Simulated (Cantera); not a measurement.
An isothermal, constant-pressure homogeneous reactor starts with 0.709 % CH4, 99.3 % N2, at 1475 K and 1330 Pa.

Cantera simulation using GRI-Mech 3.0 (53 species, 325 reactions); the numbers are that mechanism's predictions, not measurements. GRI-Mech 3.0 stops at C3 and has no aromatics, soot or wall deposition, so with more carbon than oxygen in the feed, carbon stays in small species such as C2H2 where larger ones or solid carbon would form. Radical loss at walls, strong at low pressure, is not modelled.

Predict: x(CH4) at 20.0 s; x(C2H) at 20.0 s; x(C2H6) at 20.0 s; x(H) at 20.0 s; x(C2H4) at 20.0 s; x(HCN) at 20.0 s.


```json
{
  "x(CH4) at 20.0 s": "0.00245 (gas-phase equilibrium 2.24e-7)",
  "x(C2H) at 20.0 s": "2.46e-9 (gas-phase equilibrium 3.41e-10)",
  "x(C2H6) at 20.0 s": "5.48e-7 (gas-phase equilibrium <1e-12)",
  "x(H) at 20.0 s": "4.64e-6 (gas-phase equilibrium 1.16e-5)",
  "x(C2H4) at 20.0 s": "3.07e-5 (gas-phase equilibrium 9.86e-9)",
  "x(HCN) at 20.0 s": "2.06e-7 (gas-phase equilibrium 0.00666)"
}
```
